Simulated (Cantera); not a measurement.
# Thermal oxidation and active oxidation of silicon: Si + O2 + H2 + H2O

Feed: 1 mol Si, 0.018 mol O2, 370 mol H2, 0.046 mol H2O, at 1450 K.

These are equilibrium values from Cantera (NASA tables, ideal gas, pure condensed phases), not measurements of a reactor. Candidate condensed phases: H2O, Si, SiO2; 18 gas species. Mutual solubility and eutectic melting of coexisting phases are not modelled. The tables hold silica as quartz up to 1696 K and as liquid above; real silica turns to tridymite and cristobalite and melts near 1996 K. The numbers say what is thermodynamically allowed, not how fast it happens.

At 1.00e-6 bar nothing is condensed. From 1.00e-5 bar to 0.100 bar the condensed part is Si(s). From 1.00 bar to 10.0 bar the condensed part is Si(s) + SiO2(β-quartz). The main Si-bearing gas is Si at 1.00e-6 bar and SiO at 10.0 bar. The share of Si in condensed phases is highest at 10.0 bar (98.9 %) and lowest at 1.00e-6 bar (0.0 %).

```tsv
P (Pa)	log p H2	log p H	log p Si	log p SiO	n Si(s)	n SiO2(β-quartz)
0.100	-6.01	-8.03	-8.61	-9.66	0	0
1	-5.00	-7.52	-8.51	-8.66	0.802	0
10	-4.00	-7.02	-8.51	-7.65	0.906	0
100	-3.00	-6.52	-8.51	-6.65	0.916	0
1000	-2.00	-6.02	-8.51	-5.65	0.918	0
10000	-1.00	-5.52	-8.51	-4.65	0.918	0
100000	0.00	-5.02	-8.51	-3.70	0.921	0.00330
1000000	1.00	-4.52	-8.51	-3.70	0.952	0.0369
```
log p: log10 of the partial pressure in bar; n: condensed amount in mol.
